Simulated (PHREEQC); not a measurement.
Dissolve 0.015 mol NaOH, 0.00019 mol H3BO3 and 0.00038 mol K3PO4 per kg of water at 25 °C. Closed to the air; pH follows from the charge balance.

The numbers come from PHREEQC with the ion-association model, wateq4f.dat.

```json
{
 "pH": "12.12",
 "ionic_strength": "0.0169 mol/kgw",
 "total_alkalinity": "15.8 meq/kg"
}
```

```json
[
 {"species": "Na+", "molality": "0.0150", "activity": "0.0132", "log γ": "-0.055"},
 {"species": "OH-", "molality": "0.0150", "activity": "0.0131", "log γ": "-0.058"},
 {"species": "K+", "molality": "0.00114", "activity": "0.000999", "log γ": "-0.057"},
 {"species": "PO4-3", "molality": "0.000198", "activity": "6.38e-5", "log γ": "-0.492"},
 {"species": "H2BO3-", "molality": "0.000190", "activity": "0.000165", "log γ": "-0.060"},
 {"species": "HPO4-2", "molality": "0.000179", "activity": "0.000108", "log γ": "-0.219"},
 {"species": "NaHPO4-", "molality": "3.14e-6", "activity": "2.78e-6", "log γ": "-0.054"},
 {"species": "KHPO4-", "molality": "2.38e-7", "activity": "2.10e-7", "log γ": "-0.054"},
 {"species": "H3BO3", "molality": "2.18e-7", "activity": "2.19e-7", "log γ": "0.002"},
 {"species": "H2PO4-", "molality": "1.50e-9", "activity": "1.33e-9", "log γ": "-0.054"}
]
```

This is a speciation only: nothing precipitates in the calculation. H3PO4, which wateq4f.dat lacks, is added to it with the constant of phreeqc.dat.
